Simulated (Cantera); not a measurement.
**Iron carbonyl, mercury and lead vapours: HgO + H2**

Feed: 1 mol HgO, 2.1 mol H2, equilibrated at 850 K and 230 Pa.

Method: chemical equilibrium by Gibbs-energy minimisation in Cantera with the NASA 1993 tables (ideal gas, pure condensed phases). Candidate condensed phases: H2O, Hg, HgO; 10 gas species. The numbers say what is thermodynamically allowed, not how fast it happens.

The x(H2) comes out as 0.355. The x(H2O) is 0.323. The x(Hg) is 0.323 and the gas amount is 3.100 mol. The log10 activity of Hg(l) (absent) is -4.39.
